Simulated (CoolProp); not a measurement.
Saturation properties of dodecamethylcyclohexasiloxane (D6) (Tc = 645.8 K, pc = 961.4 kPa, ω = 0.736).

Values from CoolProp's reference Helmholtz-energy equation of state, Colonna 2008. It is a short technical equation, of lower accuracy than the large ones.

| T (K) | p (kPa) | liquid density (kg/m³) | vapour density (kg/m³) | enthalpy of vaporisation (kJ/kg) | liquid cp (kJ/(kg K)) |
|---|---|---|---|---|---|
| 443.4 | 13.35 | 803.4 | 1.643 | 119.5 | 1.866 |
| 448.3 | 15.67 | 797.4 | 1.913 | 118.3 | 1.877 |
| 453.3 | 18.37 | 791.3 | 2.224 | 117.0 | 1.887 |
| 458.3 | 21.44 | 785.1 | 2.576 | 115.7 | 1.898 |
| 463.2 | 24.83 | 778.9 | 2.963 | 114.4 | 1.908 |
| 468.2 | 28.73 | 772.6 | 3.406 | 113.1 | 1.918 |
| 473.2 | 33.11 | 766.2 | 3.901 | 111.8 | 1.929 |
| 478.1 | 37.91 | 759.9 | 4.440 | 110.5 | 1.939 |
| 483.1 | 43.35 | 753.4 | 5.052 | 109.1 | 1.950 |
| 488.1 | 49.41 | 746.7 | 5.732 | 107.7 | 1.961 |

It boils at 518.1 K under 1 atm.
